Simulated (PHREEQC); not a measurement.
Brine (model solution)

Consider water at 20 °C with 3.4 mol KCl, 0.12 mol K2SO4 and 6e-05 mol H4SiO4 per kg of water. Closed to the air; pH follows from the charge balance.

All values are PHREEQC results (Pitzer model, pitzer.dat), not measurements.

Each row changes one thing in this solution. Precipitation was switched off in this run.

```
case                                    pH  HSO4- (mol/kgw)  SI of Arcanite (K2SO4)
------------------------------------  ----  ---------------  ----------------------
as made                               6.83          9.82e-8                   +0.02
KCl left out                          7.17          1.99e-7                   -1.35
temperature from 20 to 50 °C           [?]          4.00e-7                   -0.23
temperature from 20 to 60 °C          6.61          6.06e-7                   -0.31
K2SO4 from 0.12 to 0.024 mol/kgw       [?]          2.42e-8                   -0.70
KCl from 3.4 to 3.74 mol/kgw          6.82          9.72e-8                   +0.07
H4SiO4 from 6e-05 to 6.6e-05 mol/kgw  6.82          1.02e-7                   +0.02
H4SiO4 left out                       7.12          5.02e-8                   +0.02
0.041 mol/kgw KHSO4 added             1.55           0.0218                   +0.09
```

Problem. Fill in the missing entries.

Solution. 
- temperature from 20 to 50 °C, pH: 6.66
- K2SO4 from 0.12 to 0.024 mol/kgw, pH: 6.73

Species that the database lacks are ignored. Some of these states are supersaturated (in Arcanite, for instance). In brines, pH and single-ion activities rest on the MacInnes convention. Away from 25 °C the constants follow the database's enthalpies or fits; those with neither stay at their 25 °C values.
